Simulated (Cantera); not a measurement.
An isothermal, constant-pressure homogeneous reactor starts with 9.09 % NH3, 90.9 % H2, at 1973 K and 180000 Pa.

Model: the gas-phase N/H chemistry of the illustrative SiF4/NH3 mechanism in the Surface Chemkin manual (1991), integrated in Cantera. Walls and surfaces, which speed up NH3 decomposition in real reactors, are not modelled.

x: mole fraction; the columns are a selection and need not sum to one.

```csv
t (s),x NH3,x H2,x N,x N2,x N2H4,x NH
3.00e-5,0.0909,0.909,3.68e-10,8.80e-9,3.61e-10,4.60e-8
0.000214,0.0907,0.909,[?],1.34e-5,1.43e-8,1.82e-6
0.00152,0.0888,0.909,3.65e-7,0.000858,3.49e-8,4.53e-6
0.0109,0.0760,0.916,3.47e-7,0.00672,2.74e-8,4.16e-6
0.0775,0.0322,0.940,[?],0.0269,6.76e-9,2.44e-6
0.552,0.00406,0.955,[?],0.0398,1.48e-10,4.28e-7
3.94,0.000503,0.957,[?],0.0414,2.33e-12,5.44e-8
28.1,6.95e-5,0.957,8.87e-10,0.0416,<1e-12,7.51e-9
200,1.14e-5,0.957,1.46e-10,0.0416,<1e-12,1.23e-9
```

Problem. Fill in the missing entries.

Solution. 
- 0.000214, x N: 9.20e-8
- 0.0775, x N: 2.41e-7
- 0.552, x N: 4.99e-8
- 3.94, x N: 6.42e-9
